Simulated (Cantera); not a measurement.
Input: 1 mol Cu, 0.021 mol H2O, 3 mol N2, 6.1 mol CO, equilibrated at 550 °C and 75.0 Torr.

These are equilibrium values from Cantera (NASA tables, ideal gas, pure condensed phases), not measurements of a reactor. Candidate condensed phases: C, C6H6, C7H8, C8H18, Cu, CuO, Cu(OH)2, Cu2O, H2O; 139 gas species. Kinetics and transport are ignored.

What is the equilibrium state?


```
Item                                      Result
-------------------------------------  ---------
x(N2)                                      0.431
x(CO2)                                     0.311
x(CO)                                      0.255
x(H2)                                    0.00225
x(H2O)                                  0.000761
n(C(graphite))                          2.15 mol
n(Cu(s))                                1.00 mol
gas amount                             6.967 mol
log10 activity of Cu(OH)2(s) (absent)     -14.97
```
